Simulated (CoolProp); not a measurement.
Vapour-liquid equilibrium of R245fa (1) + isopentane (2) at 282.8 K; x and y are mole fractions of (1).

Model: multi-fluid Helmholtz-energy mixture model, Akasaka 2015 and Lemmon 2006; pair parameters Bell 2016, in CoolProp.

| x | bubble pressure (MPa) | y at the bubble point | dew pressure at overall composition x (MPa) | liquid density (mol/L) |
|---|---|---|---|---|
| 0.05 | 0.06650 | 0.255 | 0.05397 | 8.775 |
| 0.125 | 0.08344 | 0.441 | 0.05799 | 8.836 |
| 0.2 | 0.09490 | [?] | 0.06262 | [?] |
| 0.275 | 0.1021 | 0.588 | 0.06799 | 8.972 |
| 0.35 | [?] | [?] | 0.07429 | 9.051 |
| 0.425 | 0.1083 | 0.637 | 0.08170 | 9.138 |
| 0.5 | 0.1092 | 0.646 | 0.09041 | 9.236 |
| 0.575 | 0.1095 | 0.651 | 0.1004 | 9.347 |
| 0.65 | 0.1095 | 0.654 | 0.1094 | [?] |
| 0.725 | 0.1094 | 0.658 | 0.1043 | 9.614 |
| 0.8 | 0.1087 | 0.672 | 0.09738 | 9.772 |
| 0.875 | 0.1058 | 0.709 | 0.09082 | 9.950 |
| 0.95 | 0.09617 | 0.813 | 0.08485 | [?] |

### Question
What belongs in the gaps?

### Answer

- 0.2, y at the bubble point: 0.535
- 0.2, liquid density (mol/L): 8.901
- 0.35, bubble pressure (MPa): 0.1062
- 0.35, y at the bubble point: 0.619
- 0.65, liquid density (mol/L): 9.472
- 0.95, liquid density (mol/L): 10.15

y crosses x between x = 0.65 and 0.725: the model has an azeotrope there.

Pair parameters are fitted to limited data, so mixtures are less certain than the pure fluids. With so large a gap from Raoult's law the liquid may split in two, which this calculation doesn't test in full.
